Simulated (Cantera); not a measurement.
Input: 1 mol Si, 0.72 mol Cl2, 13 mol H2, at 1198 K and 1 atm.

Cantera equilibrium calculation (NASA polynomials, part measured and part estimated; ideal gas, pure solids and liquids). Candidate condensed phases: Si; 19 gas species. The tables' values for SiCl3 are old estimates; treat these amounts as uncertain. Rates play no part.

Base state: H2 0.949, HCl 0.0268, SiCl4 0.0102, SiHCl3 0.00973, SiCl2 0.00178, SiCl3 0.00144, SiH2Cl2 0.00121, SiH3Cl 4.12e-5 (mole fractions); condensed: Si(s).

What changes in the equilibrium state with this change: H2 from 13 to 1.5 mol?


```
species      before    after
----------  -------  -------
H2            0.949    0.751
SiCl4        0.0102    0.127
SiHCl3      0.00973   0.0574
HCl          0.0268   0.0448
SiCl3       0.00144  0.00951
SiCl2       0.00178  0.00629
SiH2Cl2     0.00121  0.00338
Si(s), mol    0.672    0.621
```

What changes in the equilibrium state with this change: temperature from 1198 K to 648.15 K?


| species | before | after |
|---|---|---|
| H2 | 0.949 | 0.968 |
| SiHCl3 | 0.00973 | 0.0159 |
| SiCl4 | 0.0102 | 0.0146 |
| HCl | 0.0268 | 7.00e-5 |
| SiCl2 | 0.00178 | 2.86e-9 |
| SiCl3 | 0.00144 | 2.52e-7 |
| SiH3Cl | 4.12e-5 | 1.27e-5 |
| SiH2Cl2 | 0.00121 | 0.000993 |
| Si(s), mol | 0.672 | 0.581 |

What changes in the equilibrium state with this change: H2 from 13 to 0.84 mol?


```json
[
 {"species": "H2", "before": "0.949", "after": "0.635"},
 {"species": "SiCl4", "before": "0.0102", "after": "0.214"},
 {"species": "SiHCl3", "before": "0.00973", "after": "0.0779"},
 {"species": "SiCl3", "before": "0.00144", "after": "0.0141"},
 {"species": "HCl", "before": "0.0268", "after": "0.0469"},
 {"species": "SiCl2", "before": "0.00178", "after": "0.00816"},
 {"species": "SiH2Cl2", "before": "0.00121", "after": "0.00371"},
 {"species": "SiH3Cl", "before": "4.12e-5", "after": "4.82e-5"},
 {"species": "Si(s), mol", "before": "0.672", "after": "0.619"}
]
```
